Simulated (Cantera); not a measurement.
An isothermal, constant-pressure homogeneous reactor starts with NO : N2 = 2.1 : 0.27 (molar parts), at 2175 K and 63.0 Torr.

Model: GRI-Mech 3.0 (53 species, 325 reactions), integrated in Cantera.

x: mole fraction; the columns are a selection and need not sum to one.

```json
[
 {"t (s)": "8.00e-5", "x NO": "0.886", "x N2": "0.114", "x O": "1.99e-5", "x NO2": "2.83e-7", "x O2": "1.95e-7"},
 {"t (s)": "0.000504", "x NO": "0.886", "x N2": "0.114", "x O": "0.000134", "x NO2": "7.03e-6", "x O2": "8.41e-6"},
 {"t (s)": "0.00318", "x NO": "0.884", "x N2": "0.115", "x O": "0.000882", "x NO2": "5.74e-5", "x O2": "0.000481"},
 {"t (s)": "0.0201", "x NO": "0.865", "x N2": "0.124", "x O": "0.00152", "x NO2": "9.57e-5", "x O2": "0.00929"},
 {"t (s)": "0.126", "x NO": "0.733", "x N2": "0.190", "x O": "0.00252", "x NO2": "0.000167", "x O2": "0.0745"},
 {"t (s)": "0.798", "x NO": "___", "x N2": "___", "x O": "___", "x NO2": "___", "x O2": "___"},
 {"t (s)": "5.03", "x NO": "0.0151", "x N2": "0.548", "x O": "0.00525", "x NO2": "8.28e-6", "x O2": "0.432"},
 {"t (s)": "31.7", "x NO": "0.0143", "x N2": "0.548", "x O": "0.00525", "x NO2": "7.83e-6", "x O2": "0.432"},
 {"t (s)": "200", "x NO": "0.0143", "x N2": "0.548", "x O": "0.00525", "x NO2": "7.83e-6", "x O2": "0.432"}
]
```

### Question
Some entries are withheld; supply them.

### Answer

- 0.798, x NO: 0.178
- 0.798, x N2: 0.467
- 0.798, x O: 0.00477
- 0.798, x NO2: 8.73e-5
- 0.798, x O2: 0.351
